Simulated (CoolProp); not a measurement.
Vapour-liquid equilibrium of CH2F2 (R32) (1) + methanol (2) at 262.6 K; x and y are mole fractions of (1).

The numbers come from the multi-fluid Helmholtz-energy mixture model, Tillner-Roth 1997 and de Reuck 1993; pair parameters Bell 2016 in CoolProp.

### Question
Give the bubble pressure and the first vapour's composition at x = 0.25, 0.85, 0.95. Is there an azeotrope?

### Answer
x = 0.25: 0.3538 MPa, y = 0.994; x = 0.85: 0.5019 MPa, y = 0.997; x = 0.95: 0.5428 MPa, y = 0.999. No azeotrope shows between x = 0.05 and 0.95.

Pair parameters are fitted to limited data, so mixtures are less certain than the pure fluids. With so large a gap from Raoult's law the liquid may split in two, which this calculation doesn't test in full.
